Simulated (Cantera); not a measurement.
A Cantera script and what it prints.

```python
import numpy as np
import cantera as ct

gas_names = """
    H HO2 H2 H2O H2O2 O OH O2 O3 Ti TiO TiO2
""".split()
cond_names = """
    H2O(s) H2O(L) Ti(a) Ti(b) Ti(L) TiO(a) TiO(b) TiO(L) TiO2(ru) TiO2(L) Ti2O3(a) Ti2O3(b) Ti2O3(L)
    Ti3O5(a) Ti3O5(b) Ti3O5(L) Ti4O7(s) Ti4O7(L)
""".split()


# ... load() reads the species with a 1 bar reference pressure and builds the phases ...
atoms = {
    'TiO2': {'Ti': 1, 'O': 2},
    'H2': {'H': 2},
}
top_T = {}  # K; cautious upper limits of use, not melting points


# ... equilibrate(T, P, feed) seeds the gas with the atoms and calls Mixture.equilibrate('TP', solver="vcs", rtol=1e-11, max_steps=5000) ...
results = []
feed = {'TiO2': 1, 'H2': 220}  # mol
P = 40000  # Pa
for T in [1023, 1123, 1223, 1323, 1423, 1523, 1623, 1723, 1823, 1923, 2023, 2123]:
    mix = equilibrate(T, P, feed)
    results.append((T, P, feed, dict(zip(mix.species_names, mix.species_moles))))

top = {s: max(r[3][s] / sum(r[3][g] for g in gas_names) for r in results) for s in gas_names}
cols = sorted((s for s in top if top[s] > 1e-05), key=lambda s: -top[s])[:7]
seen = [c for c in cond_names if any(r[3].get(c, 0) > 1e-12 for r in results)]
print("log10 of partial pressures in bar; condensed amounts in mol")
print(f"{'T/K':>10s}" + "".join(f"{s[:9]:>10s}" for s in cols + seen))
for T, P, feed, n in results:
    ng = sum(n[g] for g in gas_names)
    print(f"{T:10.4g}" + "".join(f"{np.log10(max(n[s] / ng * P / 1e5, 1e-99)):10.3f}" for s in cols)
          + "".join(f"{n.get(c, 0):10.4g}" for c in seen))
```

Output:

```
log10 of partial pressures in bar; condensed amounts in mol
       T/K        H2         H       H2O  TiO2(ru)  Ti2O3(b)  Ti2O3(L)  Ti3O5(b)  Ti4O7(s)
      1023    -0.398    -8.582    -4.373    0.9068         0         0         0   0.02329
      1123    -0.398    -7.570    -3.770    0.6263         0         0         0   0.09342
      1223    -0.398    -6.721    -3.342         0         0         0         0      0.25
      1323    -0.398    -5.999    -3.342         0         0         0         0      0.25
      1423    -0.399    -5.377    -3.217         0         0         0    0.3333         0
      1523    -0.399    -4.835    -3.217         0         0         0    0.3333         0
      1623    -0.399    -4.360    -3.218         0         0         0    0.3333         0
      1723    -0.399    -3.938    -3.218         0         0         0    0.3333         0
      1823    -0.399    -3.563    -3.149         0    0.1716         0    0.2189         0
      1923    -0.400    -3.226    -3.042         0       0.5         0         0         0
      2023    -0.400    -2.922    -3.042         0    0.4999         0         0         0
      2123    -0.401    -2.646    -3.042         0         0    0.4993         0         0
```

Cantera equilibrium calculation (NASA polynomials, part measured and part estimated; ideal gas, pure solids and liquids). Mutual solubility and eutectic melting of coexisting phases are not modelled. Condensed phases not in the tables: Magnéli phases beyond Ti4O7.
